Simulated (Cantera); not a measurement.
A closed system holds: 1 mol Al, 1.2 mol HCl, a varied amount of N2, held at 1525 K and 10.0 Torr.

Cantera equilibrium calculation (NASA polynomials, part measured and part estimated; ideal gas, pure solids and liquids). Candidate condensed phases: Al, AlCl3, AlN, NH4Cl; 20 gas species. The tables' values for AlCl2 are old estimates; treat these amounts as uncertain. Equilibrium is a limit: real reactors are often held back by kinetics, nucleation or transport.

x: gas mole fraction; n: condensed amount in mol.

| n(N2) (mol) | x N2 | x H2 | x AlCl3 | x HCl | n AlN(s) |
|---|---|---|---|---|---|
| 11 | 0.905 | 0.0405 | 0.0208 | 0.0205 | 0.594 |
| 16 | 0.932 | 0.0281 | 0.0138 | 0.0149 | 0.581 |
| 22 | 0.949 | 0.0205 | 0.00959 | 0.0113 | 0.566 |
| 31 | 0.963 | … | … | … | 0.546 |
| 44 | 0.973 | … | … | … | 0.522 |
| 63 | 0.980 | 0.00718 | 0.00260 | 0.00437 | 0.491 |
| 88 | 0.986 | 0.00514 | 0.00165 | 0.00318 | 0.458 |
| 120 | 0.989 | 0.00377 | 0.00106 | 0.00235 | 0.422 |
| 180 | 0.992 | 0.00253 | 0.000567 | 0.00156 | 0.370 |

### Question
Fill in the missing entries.

### Answer

- 44, x H2: 0.0103
- 44, x AlCl3: 0.00414
- 44, x HCl: 0.00610
- 31, x H2: 0.0146
- 31, x AlCl3: 0.00638
- 31, x HCl: 0.00837
